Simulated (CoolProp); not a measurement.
The numbers come from the reference Helmholtz-energy equation of state, Beckmüller 2019 in CoolProp.

Question: Give the vapour pressure (kPa), vapour density (kg/m³), liquid cp (kJ/(kg K)), vapour viscosity (µPa s) of saturated n-octane at 451 K.

Answer: 
```csv
T (K),p (kPa),vapour density (kg/m³),liquid cp (kJ/(kg K)),vapour viscosity (µPa s)
451,356,12.5,2.91,8.56
```

Viscosity comes from a separate model (Huber 2004).
